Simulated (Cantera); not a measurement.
A Cantera script and what it prints.

```python
import numpy as np
import cantera as ct

gas_names = """
    N NO NO2 NO3 N2 N2O O O2 O3 Si SiN SiO SiO2 Si2 Si2N Si3
""".split()
cond_names = """
    Si(cr) Si(L) SiO2(Lqz) SiO2(hqz) SiO2(L) Si2N2O(s) Si3N4(a)
""".split()


# ... load() reads the species with a 1 bar reference pressure and builds the phases ...
atoms = {
    'Si3N4': {'Si': 3, 'N': 4},
    'N2O': {'N': 2, 'O': 1},
    'N2': {'N': 2},
}
top_T = {'Si2N2O(s)': 2100, 'Si3N4(a)': 2400}  # K; cautious upper limits of use, not melting points


# ... equilibrate(T, P, feed) seeds the gas with the atoms and calls Mixture.equilibrate('TP', solver="vcs", rtol=1e-11, max_steps=5000) ...
results = []
feed = {'Si3N4': 1, 'N2O': 0.15, 'N2': 390}  # mol
for P in [0.1, 1, 10, 100, 1000, 10000, 100000, 1000000]:
    for T in [1073, 1148, 1223, 1298, 1373, 1448, 1523, 1598, 1673, 1748, 1823]:
        mix = equilibrate(T, P, feed)
        results.append((T, P, feed, dict(zip(mix.species_names, mix.species_moles))))

for T, P, feed, n in results:
    print(f"{T:7g} {P:10.4g}  " + (" + ".join(c for c in cond_names if n.get(c, 0) > 1e-12) or "gas only"))
```

It prints:

```
   1073        0.1  Si2N2O(s) + Si3N4(a)
   1148        0.1  Si2N2O(s) + Si3N4(a)
   1223        0.1  Si2N2O(s) + Si3N4(a)
   1298        0.1  Si3N4(a)
   1373        0.1  Si(cr)
   1448        0.1  Si(cr)
   1523        0.1  gas only
   1598        0.1  gas only
   1673        0.1  gas only
   1748        0.1  gas only
   1823        0.1  gas only
   1073          1  Si2N2O(s) + Si3N4(a)
   1148          1  Si2N2O(s) + Si3N4(a)
   1223          1  Si2N2O(s) + Si3N4(a)
   1298          1  Si2N2O(s) + Si3N4(a)
   1373          1  Si3N4(a)
   1448          1  Si(cr)
   1523          1  Si(cr)
   1598          1  gas only
   1673          1  gas only
   1748          1  gas only
   1823          1  gas only
   1073         10  Si2N2O(s) + Si3N4(a)
   1148         10  Si2N2O(s) + Si3N4(a)
   1223         10  Si2N2O(s) + Si3N4(a)
   1298         10  Si2N2O(s) + Si3N4(a)
   1373         10  Si2N2O(s) + Si3N4(a)
   1448         10  Si3N4(a)
   1523         10  Si3N4(a)
   1598         10  Si(cr)
   1673         10  Si(cr)
   1748         10  gas only
   1823         10  gas only
   1073        100  Si2N2O(s) + Si3N4(a)
   1148        100  Si2N2O(s) + Si3N4(a)
   1223        100  Si2N2O(s) + Si3N4(a)
   1298        100  Si2N2O(s) + Si3N4(a)
   1373        100  Si2N2O(s) + Si3N4(a)
   1448        100  Si2N2O(s) + Si3N4(a)
   1523        100  Si3N4(a)
   1598        100  Si3N4(a)
   1673        100  Si3N4(a)
   1748        100  Si(L)
   1823        100  Si(L)
   1073       1000  Si2N2O(s) + Si3N4(a)
   1148       1000  Si2N2O(s) + Si3N4(a)
   1223       1000  Si2N2O(s) + Si3N4(a)
   1298       1000  Si2N2O(s) + Si3N4(a)
   1373       1000  Si2N2O(s) + Si3N4(a)
   1448       1000  Si2N2O(s) + Si3N4(a)
   1523       1000  Si2N2O(s) + Si3N4(a)
   1598       1000  Si2N2O(s) + Si3N4(a)
   1673       1000  Si3N4(a)
   1748       1000  Si3N4(a)
   1823       1000  Si(L)
   1073      1e+04  Si2N2O(s) + Si3N4(a)
   1148      1e+04  Si2N2O(s) + Si3N4(a)
   1223      1e+04  Si2N2O(s) + Si3N4(a)
   1298      1e+04  Si2N2O(s) + Si3N4(a)
   1373      1e+04  Si2N2O(s) + Si3N4(a)
   1448      1e+04  Si2N2O(s) + Si3N4(a)
   1523      1e+04  Si2N2O(s) + Si3N4(a)
   1598      1e+04  Si2N2O(s) + Si3N4(a)
   1673      1e+04  Si2N2O(s) + Si3N4(a)
   1748      1e+04  Si3N4(a)
   1823      1e+04  Si3N4(a)
   1073      1e+05  Si2N2O(s) + Si3N4(a)
   1148      1e+05  Si2N2O(s) + Si3N4(a)
   1223      1e+05  Si2N2O(s) + Si3N4(a)
   1298      1e+05  Si2N2O(s) + Si3N4(a)
   1373      1e+05  Si2N2O(s) + Si3N4(a)
   1448      1e+05  Si2N2O(s) + Si3N4(a)
   1523      1e+05  Si2N2O(s) + Si3N4(a)
   1598      1e+05  Si2N2O(s) + Si3N4(a)
   1673      1e+05  Si2N2O(s) + Si3N4(a)
   1748      1e+05  Si2N2O(s) + Si3N4(a)
   1823      1e+05  Si2N2O(s) + Si3N4(a)
   1073      1e+06  Si2N2O(s) + Si3N4(a)
   1148      1e+06  Si2N2O(s) + Si3N4(a)
   1223      1e+06  Si2N2O(s) + Si3N4(a)
   1298      1e+06  Si2N2O(s) + Si3N4(a)
   1373      1e+06  Si2N2O(s) + Si3N4(a)
   1448      1e+06  Si2N2O(s) + Si3N4(a)
   1523      1e+06  Si2N2O(s) + Si3N4(a)
   1598      1e+06  Si2N2O(s) + Si3N4(a)
   1673      1e+06  Si2N2O(s) + Si3N4(a)
   1748      1e+06  Si2N2O(s) + Si3N4(a)
   1823      1e+06  Si2N2O(s) + Si3N4(a)
```

Equilibrium computed with Cantera from the NASA thermochemical tables; the gas is ideal and each condensed phase is pure. Mutual solubility and eutectic melting of coexisting phases are not modelled.
